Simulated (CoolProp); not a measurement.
Fluorine at 232.96 K and 2.46 MPa is throttled through a valve to 1.68 MPa with no heat exchange. Each further row changes one setting.

Values from CoolProp's reference Helmholtz-energy equation of state, de Reuck 1990.

```csv
case,temperature change (K),final density (kg/m³)
as stated,-2.4,34.1
outlet pressure 0.504 MPa,-6.1,10.2
outlet pressure 2.18 MPa,-0.8,44.2
```
